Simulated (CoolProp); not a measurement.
Vapour-liquid equilibrium of isopentane (1) + toluene (2) at 333.2 K; x and y are mole fractions of (1).

The numbers come from the multi-fluid Helmholtz-energy mixture model, Lemmon 2006 and Lemmon 2006; pair parameters Bell 2016 in CoolProp.

| x | bubble pressure (kPa) | y at the bubble point | dew pressure at overall composition x (kPa) | liquid density (mol/L) |
|---|---|---|---|---|
| 0.05 | 35.30 | 0.495 | 19.51 | 8.961 |
| 0.15 | 69.02 | 0.764 | 21.69 | 8.881 |
| 0.25 | 101.2 | 0.855 | [?] | 8.796 |
| 0.35 | 130.4 | 0.899 | 27.94 | [?] |
| 0.45 | 156.1 | [?] | 32.64 | [?] |
| 0.55 | 178.8 | 0.943 | 39.22 | 8.508 |
| 0.65 | 199.3 | 0.956 | 49.13 | 8.402 |
| 0.75 | 218.9 | 0.968 | 65.70 | 8.292 |
| 0.85 | 239.0 | 0.980 | 98.90 | 8.178 |
| 0.95 | 261.2 | 0.993 | 189.7 | [?] |

### Question
Fill in the missing entries.

### Answer

- 0.25, dew pressure at overall composition x (kPa): 24.43
- 0.35, liquid density (mol/L): 8.706
- 0.45, y at the bubble point: 0.925
- 0.45, liquid density (mol/L): 8.610
- 0.95, liquid density (mol/L): 8.062

No azeotrope shows between x = 0.05 and 0.95.

The pair parameters rest on a limited set of measurements; away from them the model extrapolates.
